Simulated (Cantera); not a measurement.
# Low-pressure radical oxidation in H2/O2

An isothermal, constant-pressure homogeneous reactor starts with 1.77 % H2, 98.2 % O2, equivalence ratio 0.0090, at 1450 K and 14.3 Torr.

Cantera simulation using GRI-Mech 3.0 (53 species, 325 reactions); the numbers are that mechanism's predictions, not measurements. Radical loss at walls, strong at low pressure, is not modelled.

```json
[
 {"t (s)": "0.000200", "x H2": "0.0177", "x O2": "0.982", "x H": "8.35e-8", "x H2O": "3.33e-7", "x H2O2": "2.53e-10", "x HO2": "2.25e-7"},
 {"t (s)": "0.000397", "x H2": "0.0177", "x O2": "0.982", "x H": "4.54e-7", "x H2O": "2.98e-6", "x H2O2": "8.81e-10", "x HO2": "4.48e-7"},
 {"t (s)": "0.000790", "x H2": "0.0176", "x O2": "0.982", "x H": "1.16e-5", "x H2O": "8.93e-5", "x H2O2": "2.70e-9", "x HO2": "8.97e-7"},
 {"t (s)": "0.00157", "x H2": "0.00440", "x O2": "0.970", "x H": "0.00109", "x H2O": "0.0105", "x H2O2": "4.52e-8", "x HO2": "1.20e-6"},
 {"t (s)": "0.00312", "x H2": "0.000121", "x O2": "0.966", "x H": "0.000773", "x H2O": "0.0159", "x H2O2": "2.07e-8", "x HO2": "8.53e-7"},
 {"t (s)": "0.00620", "x H2": "0.000114", "x O2": "0.966", "x H": "0.000743", "x H2O": "0.0159", "x H2O2": "2.03e-8", "x HO2": "8.40e-7"},
 {"t (s)": "0.0123", "x H2": "0.000110", "x O2": "0.967", "x H": "0.000698", "x H2O": "0.0160", "x H2O2": "2.01e-8", "x HO2": "8.24e-7"},
 {"t (s)": "0.0245", "x H2": "0.000102", "x O2": "0.968", "x H": "0.000619", "x H2O": "0.0161", "x H2O2": "1.95e-8", "x HO2": "7.93e-7"},
 {"t (s)": "0.0487", "x H2": "8.78e-5", "x O2": "0.970", "x H": "0.000493", "x H2O": "0.0163", "x H2O2": "1.86e-8", "x HO2": "7.37e-7"},
 {"t (s)": "0.0968", "x H2": "6.74e-5", "x O2": "0.973", "x H": "0.000326", "x H2O": "0.0166", "x H2O2": "1.68e-8", "x HO2": "6.41e-7"},
 {"t (s)": "0.192", "x H2": "4.30e-5", "x O2": "0.976", "x H": "0.000163", "x H2O": "0.0169", "x H2O2": "1.40e-8", "x HO2": "4.99e-7"},
 {"t (s)": "0.382", "x H2": "2.18e-5", "x O2": "0.979", "x H": "5.79e-5", "x H2O": "0.0172", "x H2O2": "1.01e-8", "x HO2": "3.32e-7"},
 {"t (s)": "0.760", "x H2": "8.83e-6", "x O2": "0.981", "x H": "1.48e-5", "x H2O": "0.0175", "x H2O2": "6.26e-9", "x HO2": "1.86e-7"},
 {"t (s)": "1.51", "x H2": "3.09e-6", "x O2": "0.982", "x H": "3.03e-6", "x H2O": "0.0176", "x H2O2": "3.31e-9", "x HO2": "9.38e-8"},
 {"t (s)": "3.00", "x H2": "1.03e-6", "x O2": "0.982", "x H": "5.83e-7", "x H2O": "0.0177", "x H2O2": "1.57e-9", "x HO2": "5.52e-8"}
]
```
x: mole fraction; the columns are a selection and need not sum to one.

Equilibrium at this temperature and pressure: H2 1.24e-7, O2 0.982, H 2.44e-8, H2O 0.0178, H2O2 3.74e-10, HO2 6.68e-8 (gas phase only).
